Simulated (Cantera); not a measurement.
Adiabatic ignition

An adiabatic, constant-volume homogeneous reactor starts with C₃H₈ : O₂ : N₂ = 1 : 6.58 : 24.7 (molar parts), equivalence ratio 0.76, at 1473 K and 12.0 bar.

Model: GRI-Mech 3.0 (53 species, 325 reactions), integrated in Cantera. GRI-Mech 3.0 was tuned for natural gas; its chemistry of propane as a main component is partial and can be far from experiment. The pressure lies above the range GRI-Mech 3.0 was tuned for (to about 10 atm). Above 3000 K some thermodynamic fits are extrapolated.

```json
[
 {"t (s)": "5.00e-6", "T (K)": "1472", "P (bar)": "12.0", "x C₃H₈": "0.0290", "x O₂": "0.203", "x NO₂": "<1e-12", "x CH₂": "2.88e-8", "x C₂H₄": "0.00187"},
 {"t (s)": "1.13e-5", "T (K)": "1480", "P (bar)": "12.1", "x C₃H₈": "0.0251", "x O₂": "0.200", "x NO₂": "<1e-12", "x CH₂": "5.44e-8", "x C₂H₄": "0.00568"},
 {"t (s)": "2.55e-5", "T (K)": "3019", "P (bar)": "25.9", "x C₃H₈": "<1e-12", "x O₂": "0.0526", "x NO₂": "1.35e-6", "x CH₂": "<1e-12", "x C₂H₄": "<1e-12"},
 {"t (s)": "5.74e-5", "T (K)": "3016", "P (bar)": "25.9", "x C₃H₈": "<1e-12", "x O₂": "0.0478", "x NO₂": "1.44e-5", "x CH₂": "<1e-12", "x C₂H₄": "<1e-12"},
 {"t (s)": "0.000130", "T (K)": "3002", "P (bar)": "25.8", "x C₃H₈": "<1e-12", "x O₂": "0.0441", "x NO₂": "2.46e-5", "x CH₂": "<1e-12", "x C₂H₄": "<1e-12"},
 {"t (s)": "0.000292", "T (K)": "2998", "P (bar)": "25.7", "x C₃H₈": "<1e-12", "x O₂": "0.0431", "x NO₂": "2.73e-5", "x CH₂": "<1e-12", "x C₂H₄": "<1e-12"},
 {"t (s)": "0.000660", "T (K)": "2998", "P (bar)": "25.7", "x C₃H₈": "<1e-12", "x O₂": "0.0431", "x NO₂": "2.74e-5", "x CH₂": "<1e-12", "x C₂H₄": "<1e-12"},
 {"t (s)": "0.00149", "T (K)": "2998", "P (bar)": "25.7", "x C₃H₈": "<1e-12", "x O₂": "0.0431", "x NO₂": "2.74e-5", "x CH₂": "<1e-12", "x C₂H₄": "<1e-12"},
 {"t (s)": "0.00336", "T (K)": "2998", "P (bar)": "25.7", "x C₃H₈": "<1e-12", "x O₂": "0.0431", "x NO₂": "2.74e-5", "x CH₂": "<1e-12", "x C₂H₄": "<1e-12"},
 {"t (s)": "0.00758", "T (K)": "2998", "P (bar)": "25.7", "x C₃H₈": "<1e-12", "x O₂": "0.0431", "x NO₂": "2.74e-5", "x CH₂": "<1e-12", "x C₂H₄": "<1e-12"},
 {"t (s)": "0.0171", "T (K)": "2998", "P (bar)": "25.7", "x C₃H₈": "<1e-12", "x O₂": "0.0431", "x NO₂": "2.74e-5", "x CH₂": "<1e-12", "x C₂H₄": "<1e-12"},
 {"t (s)": "0.0386", "T (K)": "2998", "P (bar)": "25.7", "x C₃H₈": "<1e-12", "x O₂": "0.0431", "x NO₂": "2.74e-5", "x CH₂": "<1e-12", "x C₂H₄": "<1e-12"},
 {"t (s)": "0.0871", "T (K)": "2998", "P (bar)": "25.7", "x C₃H₈": "<1e-12", "x O₂": "0.0431", "x NO₂": "2.74e-5", "x CH₂": "<1e-12", "x C₂H₄": "<1e-12"},
 {"t (s)": "0.196", "T (K)": "2998", "P (bar)": "25.7", "x C₃H₈": "<1e-12", "x O₂": "0.0431", "x NO₂": "2.74e-5", "x CH₂": "<1e-12", "x C₂H₄": "<1e-12"},
 {"t (s)": "0.443", "T (K)": "2998", "P (bar)": "25.7", "x C₃H₈": "<1e-12", "x O₂": "0.0431", "x NO₂": "2.74e-5", "x CH₂": "<1e-12", "x C₂H₄": "<1e-12"},
 {"t (s)": "1.00", "T (K)": "2998", "P (bar)": "25.7", "x C₃H₈": "<1e-12", "x O₂": "0.0431", "x NO₂": "2.74e-5", "x CH₂": "<1e-12", "x C₂H₄": "<1e-12"}
]
```
x: mole fraction; the columns are a selection and need not sum to one.

```json
{
  "time_of_steepest_temperature_rise": "22.6 µs",
  "temperature at 1.00 s": "2998 K",
  "equilibrium_temperature": "2998 K",
  "x(C₃H₈) at 1.00 s": "<1e-12 (gas-phase equilibrium <1e-12)",
  "x(O₂) at 1.00 s": "0.0431 (gas-phase equilibrium 0.0431)",
  "x(NO₂) at 1.00 s": "2.74e-5 (gas-phase equilibrium 2.74e-5)"
}
```
